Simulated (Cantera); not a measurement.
A Cantera script and what it prints.

```python
import numpy as np
import cantera as ct

gas_names = """
    H HNO HNO2 HNO3 HO2 H2 H2O H2O2 N NH NH2 NH3 NH2OH NO NO2 NO3 N2 N2H2 N2H4 N2O O OH O2 O3 Si SiH
    SiH2 SiH3 SiH4 SiN SiO SiO2 Si2 Si2N Si3
""".split()
cond_names = """
    H2O(s) H2O(L) Si(cr) Si(L) SiO2(Lqz) SiO2(hqz) SiO2(L) Si2N2O(s) Si3N4(a)
""".split()


# ... load() reads the species with a 1 bar reference pressure and builds the phases ...
atoms = {
    'Si3N4': {'Si': 3, 'N': 4},
    'N2O': {'N': 2, 'O': 1},
    'H2': {'H': 2},
}
top_T = {'Si2N2O(s)': 2100, 'Si3N4(a)': 2400}  # K; cautious upper limits of use, not melting points


# ... equilibrate(T, P, feed) seeds the gas with the atoms and calls Mixture.equilibrate('TP', solver="vcs", rtol=1e-11, max_steps=5000) ...
results = []
feed = {'Si3N4': 1, 'N2O': 0.04, 'H2': 1.2}  # mol
P = 1500  # Pa
for T in [1448, 1498, 1548, 1598, 1648, 1698, 1748, 1798, 1848, 1898]:
    mix = equilibrate(T, P, feed)
    results.append((T, P, feed, dict(zip(mix.species_names, mix.species_moles))))

top = {s: max(r[3][s] / sum(r[3][g] for g in gas_names) for r in results) for s in gas_names}
cols = sorted((s for s in top if top[s] > 1e-05), key=lambda s: -top[s])[:5]
seen = [c for c in cond_names if any(r[3].get(c, 0) > 1e-12 for r in results)]
print("log10 of partial pressures in bar; condensed amounts in mol")
print(f"{'T/K':>10s}" + "".join(f"{s[:9]:>10s}" for s in cols + seen))
for T, P, feed, n in results:
    ng = sum(n[g] for g in gas_names)
    print(f"{T:10.4g}" + "".join(f"{np.log10(max(n[s] / ng * P / 1e5, 1e-99)):10.3f}" for s in cols)
          + "".join(f"{n.get(c, 0):10.4g}" for c in seen))
```

Output:

```
log10 of partial pressures in bar; condensed amounts in mol
       T/K        H2        N2       SiO         H        Si    Si(cr)     Si(L) Si2N2O(s)  Si3N4(a)
      1448    -1.843    -3.195    -7.162    -5.957    -9.594         0         0   0.03999    0.9733
      1498    -1.843    -3.195    -6.466    -5.686    -8.763         0         0   0.03997    0.9733
      1548    -1.843    -3.195    -5.816    -5.433    -7.986         0         0   0.03987    0.9734
      1598    -1.843    -3.194    -5.208    -5.195    -7.259         0         0   0.03948    0.9735
      1648    -1.845    -3.176    -4.644    -4.973    -6.589  0.003015         0    0.0381     0.973
      1698    -1.872    -2.823    -4.226    -4.776    -6.183         0    0.1188   0.03469    0.9355
      1748    -1.952    -2.435    -3.851    -4.617    -5.837         0    0.5038   0.02487    0.8104
      1798    -2.205    -2.069    -3.681    -4.556    -5.511         0     2.353         0    0.2021
      1848    -2.263    -2.031    -3.738    -4.407    -5.203         0     2.958         0         0
      1898    -2.264    -2.031    -3.739    -4.239    -4.911         0     2.957         0         0
```

Method: chemical equilibrium by Gibbs-energy minimisation in Cantera with the NASA 1993 tables (ideal gas, pure condensed phases). Mutual solubility and eutectic melting of coexisting phases are not modelled. The tables' values for SiN are old estimates; treat these amounts as uncertain. Gases not in the tables: Si2H6 and higher silanes.
